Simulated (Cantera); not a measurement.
A Cantera script and its output.

```python
import numpy as np
import cantera as ct

gas = ct.Solution("gri30.yaml")
gas.TPX = 450, 800000, {'C3H8': 1, 'O2': 3.33, 'N2': 12.5}
flame = ct.FreeFlame(gas, width=0.0093)
flame.set_refine_criteria(ratio=3, slope=0.08, curve=0.16)
flame.transport_model = "mixture-averaged"
flame.solve(loglevel=0, auto=True)
z, T = flame.grid, flame.T
thick = (T[-1] - T[0]) / np.gradient(T, z).max()
show = ['C3H8', 'O2', 'C2H6', 'C2H4', 'OH', 'CH4']
print(f"laminar burning velocity  {flame.velocity[0] * 100:.3f} cm/s")
print(f"burnt temperature         {T[-1]:.1f} K")
print(f"thermal thickness         {thick * 1e3:.4f} mm")
print(f"grid points               {len(z)}")
z0 = z[flame.heat_release_rate.argmax()]
print(f"{'z/mm':>9s}{'T/K':>9s}{'u/(m/s)':>9s}" + "".join(f"{s:>11s}" for s in show))
rows = []
for k in (-3, -2, -1.5, -1, -0.5, -0.25, 0, 0.25, 0.5, 1, 2, 4, 8):
    zz = z0 + k * thick
    rows.append([k * thick, np.interp(zz, z, T), np.interp(zz, z, flame.velocity),
                 *(np.interp(zz, z, flame.X[gas.species_index(s)]) for s in show)])
    print(f"{rows[-1][0] * 1e3:9.3f}{rows[-1][1]:9.1f}{rows[-1][2]:9.3f}" + "".join(f"{x:11.3e}" for x in rows[-1][3:]))
```

Output:

```
laminar burning velocity  21.437 cm/s
burnt temperature         2074.5 K
thermal thickness         0.1160 mm
grid points               128
     z/mm      T/K  u/(m/s)       C3H8         O2       C2H6       C2H4         OH        CH4
   -0.348    450.7    0.215  5.922e-02  1.970e-01  1.445e-07  2.157e-06  3.435e-14  7.508e-06
   -0.232    456.9    0.220  5.890e-02  1.953e-01  2.340e-06  3.072e-05  6.066e-12  6.859e-05
   -0.174    478.7    0.232  5.843e-02  1.919e-01  1.405e-05  1.660e-04  1.849e-10  2.639e-04
   -0.116    595.0    0.293  5.621e-02  1.778e-01  1.252e-04  1.258e-03  1.204e-08  1.248e-03
   -0.058   1024.4    0.526  3.963e-02  1.266e-01  9.043e-04  7.478e-03  7.598e-07  4.936e-03
   -0.029   1394.6    0.743  1.604e-02  8.017e-02  1.529e-03  1.283e-02  1.559e-05  8.011e-03
    0.000   1763.3    0.966  4.489e-04  3.371e-02  4.585e-04  6.714e-03  1.754e-04  7.622e-03
    0.029   1952.5    1.075  5.183e-07  1.222e-02  5.156e-05  9.492e-04  2.737e-04  4.451e-03
    0.058   2026.4    1.115  1.238e-08  4.924e-03  1.521e-05  1.862e-04  2.454e-04  3.068e-03
    0.116   2070.6    1.139  1.246e-09  1.210e-03  3.710e-06  4.290e-05  1.517e-04  2.254e-03
    0.232   2084.8    1.146  1.551e-10  1.746e-04  9.911e-07  1.625e-05  8.744e-05  1.803e-03
    0.464   2085.4    1.148  4.272e-11  1.124e-05  4.263e-07  9.460e-06  7.028e-05  1.390e-03
    0.928   2082.3    1.148  1.278e-11  2.599e-07  1.907e-07  5.470e-06  6.506e-05  9.659e-04
```

Computed with Cantera and GRI-Mech 3.0 (53 species, 325 reactions). GRI-Mech 3.0 was tuned for natural gas; its chemistry of propane as a main component is partial and can be far from experiment. Burning velocities carry a grid error of a few per cent, more on coarse grids.
